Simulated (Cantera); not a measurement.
A freely propagating, adiabatic, planar premixed flame of C3H8 : O2 : N2 = 1 : 3.85 : 14.5 (molar parts), unburnt at 375 K and 100.0 Torr; mixture-averaged transport, grid criteria slope 0.08 and curve 0.16, no radiation.

Cantera simulation using GRI-Mech 3.0 (53 species, 325 reactions); the numbers are that mechanism's predictions, not measurements. GRI-Mech 3.0 was tuned for natural gas; its chemistry of propane as a main component is partial and can be far from experiment. Burning velocities carry a grid error of a few per cent, more on coarse grids.

**Question.** What does this change do: inlet temperature 375 to 675 K?

**Answer.** 
```json
[
 {"quantity": "laminar burning velocity", "before": "82.3 cm/s", "after": "222 cm/s"},
 {"quantity": "thermal thickness", "before": "1.94 mm", "after": "1.64 mm"},
 {"quantity": "peak x(CH2CO)", "before": "0.00138", "after": "0.00181"},
 {"quantity": "peak x(H)", "before": "0.0177", "after": "0.0211"},
 {"quantity": "peak x(C2H2)", "before": "0.00378", "after": "0.00470"}
]
```
